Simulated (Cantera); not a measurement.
**Transport properties of process gases**

Gas mixture: 53.7 % H2, 10.4 % CO, 35.8 % C3H8, at 150 Pa, frozen composition.

Cantera's kinetic-theory transport with the Lennard-Jones parameters of GRI-Mech 3.0, ideal gas; thermal conductivity in the multicomponent form. The composition is frozen, though it would react at the higher temperatures.

```csv
T (K),ρ (kg/m³),cp (J/kg/K),μ (µPa s),λ (mW/m/K),Pr,D (cm²/s) OH,D (cm²/s) C2H2,D (cm²/s) H
400,0.000893,2652,13.2,83.3,0.419,389,211,1300
550,0.000650,3138,17.1,114,0.472,676,376,2280
700,0.000510,3543,20.6,144,0.506,1020,576,3460
850,0.000420,3878,23.8,175,0.527,1420,807,4820
1000,0.000357,4153,26.7,204,0.542,1860,1070,6350
1150,0.000311,4361,29.4,234,0.549,2350,1350,8030
1300,0.000275,4546,32.0,263,0.554,2890,1660,9870
```
D: mixture-averaged diffusion coefficient of that species in the mixture.
